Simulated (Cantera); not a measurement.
An isothermal plug-flow reactor at 950 K and 1.38 atm (inlet), inlet velocity 0.68 m/s, active area per volume 4900 1/m; feed CH₄ : O₂ : N₂ = 0.0036 : 0.012 : 0.79 (molar parts).

Computed with Cantera and Deutschmann's 1995 Pt surface mechanism with GRI-Mech 3.0 gas chemistry. Catalytic surfaces can have several steady states; this one follows from the mechanism file's or the stated starting coverage. Mass transfer to the wall is taken as infinitely fast.

x: gas mole fraction; θ: surface coverage.

```csv
z (m),x CH₄,x O₂,x H₂O,x CO₂,x CO,θ free Pt,θ O*,θ OH*
3.4e-05,0.00437,0.0147,0.000205,0.000100,2.07e-6,0.229,0.770,[?]
5.7e-05,0.00430,0.0146,0.000341,0.000169,2.07e-6,0.230,0.770,[?]
9.5e-05,0.00419,0.0143,0.000564,0.000280,2.02e-6,0.230,0.769,[?]
0.00016,0.00400,0.0140,0.000934,0.000465,1.94e-6,0.231,0.768,[?]
0.00026,0.00373,0.0134,0.00148,0.000738,1.82e-6,0.233,0.766,[?]
0.00044,0.00327,0.0125,0.00239,0.00119,1.61e-6,0.236,0.762,[?]
0.00074,0.00261,0.0112,0.00371,0.00186,1.30e-6,0.242,0.757,[?]
0.0012,0.00181,0.00957,0.00532,0.00266,9.17e-7,0.249,0.749,[?]
0.002,0.000904,0.00777,0.00713,0.00356,4.70e-7,0.258,0.739,[?]
0.0034,0.000242,0.00644,0.00845,0.00423,1.29e-7,0.267,0.731,[?]
```

### Question
Fill in the missing entries.

### Answer

- 3.4e-05, θ OH*: 0.000431
- 5.7e-05, θ OH*: 0.000533
- 9.5e-05, θ OH*: 0.000667
- 0.00016, θ OH*: 0.000845
- 0.00026, θ OH*: 0.00106
- 0.00044, θ OH*: 0.00134
- 0.00074, θ OH*: 0.00168
- 0.0012, θ OH*: 0.00202
- 0.002, θ OH*: 0.00236
- 0.0034, θ OH*: 0.00260
